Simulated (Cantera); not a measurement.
**Thermodynamics of carbon deposition, reforming and gasification, feed C2H4 + H2O + H2**

Input: 1 mol C2H4, 0.094 mol H2O, 1.6 mol H2, equilibrated at 160 Pa.

Method: chemical equilibrium by Gibbs-energy minimisation in Cantera with the NASA 1993 tables (ideal gas, pure condensed phases). Candidate condensed phases: C, C6H6, C7H8, C8H18, H2O; 110 gas species. The numbers say what is thermodynamically allowed, not how fast it happens.

```tsv
T (K)	x H2	x H	x CO	x C2H2 (acetylene)	x C3	x C2H	x C	n C(graphite)
1675	0.972	0.00286	0.0248	5.65e-5	1.17e-12	8.23e-10	4.41e-12	1.91
1750	0.969	0.00572	0.0247	0.000111	1.49e-11	4.63e-9	4.02e-11	1.91
1825	0.964	0.0108	0.0247	0.000207	1.52e-10	2.26e-8	3.05e-10	1.90
1900	0.956	0.0194	0.0246	0.000365	1.29e-9	9.69e-8	1.97e-9	1.90
1975	0.942	0.0332	0.0244	0.000612	9.28e-9	3.70e-7	1.10e-8	1.90
2050	0.920	0.0544	0.0241	0.000977	5.76e-8	1.28e-6	5.44e-8	1.90
2125	0.889	0.0856	0.0238	0.00149	3.13e-7	4.00e-6	2.40e-7	1.89
2200	0.845	0.129	0.0232	0.00217	1.51e-6	1.15e-5	9.54e-7	1.89
2275	0.786	0.188	0.0225	0.00299	6.55e-6	3.04e-5	3.47e-6	1.88
2350	0.711	0.263	0.0216	0.00393	2.58e-5	7.42e-5	1.16e-5	1.87
2425	0.622	0.353	0.0204	0.00485	9.32e-5	0.000168	3.59e-5	1.86
2500	0.521	0.454	0.0192	0.00563	0.000311	0.000352	0.000104	1.84
2575	0.416	0.558	0.0178	0.00611	0.000963	0.000688	0.000283	1.82
2650	0.315	0.657	0.0165	0.00618	0.00280	0.00125	0.000727	1.76
```
x: gas mole fraction; n: condensed amount in mol.

From 1675 K to 2650 K the condensed part is C(graphite). The main C-bearing gas is CO throughout.
